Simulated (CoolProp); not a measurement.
R407C along the isobar 6.89 MPa: density (kg/m³) from the reference equation and from simpler models built on Tc = 359.3 K, pc = 4.632 MPa, ω = 0.363; each cubic takes its own stable root.

Values from CoolProp's reference Helmholtz-energy equation of state, Lemmon 2003. It is a pseudo-pure fit of the blend.

```csv
T (K),phase,reference
238.1,liquid,1371
251.9,liquid,1330
265.7,liquid,1287
279.4,liquid,1241
293.2,liquid,1193
307,liquid,1140
320.8,liquid,1082
334.5,liquid,1014
348.3,liquid,932.1
362.1,supercritical,819.8
375.9,supercritical,627.2
389.6,supercritical,404.1
403.4,supercritical,312.3
417.2,supercritical,266.3
```

Problem. How far does each simpler model (van der Waals, Redlich-Kwong, Peng-Robinson) lie from the reference over these 14 states: mean and median of the absolute difference, and the worst?

Solution. 
- van der Waals: mean 30.6 %, median 37.0 %, worst -40.3 % at 238.1 K and 6.89 MPa
- Redlich-Kwong: mean 13.0 %, median 14.8 %, worst -18.1 % at 348.3 K and 6.89 MPa
- Peng-Robinson: mean 3.9 %, median 2.1 %, worst -13.5 % at 375.9 K and 6.89 MPa
